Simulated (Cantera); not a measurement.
An isothermal, constant-pressure homogeneous reactor starts with 10.3 % C2H6, 89.7 % N2, at 1623 K and 1.00 bar.

Cantera simulation using GRI-Mech 3.0 (53 species, 325 reactions); the numbers are that mechanism's predictions, not measurements. GRI-Mech 3.0 stops at C3 and has no aromatics, soot or wall deposition, so with more carbon than oxygen in the feed, carbon stays in small species such as C2H2 where larger ones or solid carbon would form.

One state of this run: x C2H6 = 0.0174; x C2H2 = 0.0133; x CH2 = 3.30e-6; x H2 = 0.0638; x HCN = 3.26e-7; x CH3 = 0.00236; x C2H = 1.33e-7. x: mole fraction; the columns are a selection and need not sum to one.

Task: Which value of t (s) does it belong to?
A. 9.49e-5
B. 0.000533
C. 3.00e-6
D. 0.0169

Result: A, 9.49e-5
